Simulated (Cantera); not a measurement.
Feed: 1 mol SiH4, 510 mol H2, 0.13 mol C2H2, equilibrated at 0.133 bar.

These are equilibrium values from Cantera (NASA tables, ideal gas, pure condensed phases), not measurements of a reactor. Candidate condensed phases: C, C6H6, C7H8, C8H18, Si, SiC; 87 gas species. Mutual solubility and eutectic melting of coexisting phases are not modelled. Gases not in the tables: Si2H6 and higher silanes. Kinetics and transport are ignored.

### Question
Which condensed phases are stable at each of these points (T (K)): 1725, 1825, 1925, 2025, 2125, 2225, 2325, 2425?

### Answer
```
T (K)  condensed phases  Si condensed (%)
-----  ----------------  ----------------
1725     Si(l) + SiC(s)              98.5
1825     Si(l) + SiC(s)              95.7
1925     Si(l) + SiC(s)              87.4
2025     Si(l) + SiC(s)              64.1
2125             SiC(s)              21.3
2225           gas only               0.0
2325           gas only               0.0
2425           gas only               0.0
```

From 1725 K to 2025 K the condensed part is Si(l) + SiC(s). At 2125 K the condensed part is SiC(s). From 2225 K to 2425 K nothing is condensed.
